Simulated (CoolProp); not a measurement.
Properties of diethyl ether along the isobar 17.9 MPa (Tc = 194.7 °C, pc = 3.717 MPa, ω = 0.282).

Computed with CoolProp (reference Helmholtz-energy equation of state, Thol 2014).

```tsv
T (°C)	phase	density (kg/m³)	cv (kJ/(kg K))	isothermal compressibility (1/MPa)	fugacity coefficient
180.05	liquid	556.5	2.096	0.006335	___
187.35	liquid	547.2	2.114	0.006881	0.2196
194.65	liquid	537.8	2.132	0.007481	0.2369
201.95	supercritical	___	2.150	0.008139	0.2546
209.25	supercritical	518.7	2.168	0.008862	0.2727
216.55	supercritical	509.0	2.186	0.009653	0.2911
223.85	supercritical	499.2	2.204	0.01052	0.3097
231.05	supercritical	___	2.221	___	0.3283
238.35	supercritical	479.5	2.239	0.01247	0.3473
245.65	supercritical	___	2.256	0.01357	___
252.95	supercritical	459.4	2.274	0.01476	0.3854
260.25	supercritical	449.3	2.291	0.01603	0.4045
267.55	supercritical	439.2	2.308	0.01738	0.4235
274.85	supercritical	429.2	2.324	0.01880	0.4424
```

### Question
Complete the blanks.

### Answer

- 180.05, fugacity coefficient: 0.2027
- 201.95, density (kg/m³): 528.3
- 231.05, density (kg/m³): 489.5
- 231.05, isothermal compressibility (1/MPa): 0.01145
- 245.65, density (kg/m³): 469.5
- 245.65, fugacity coefficient: 0.3663
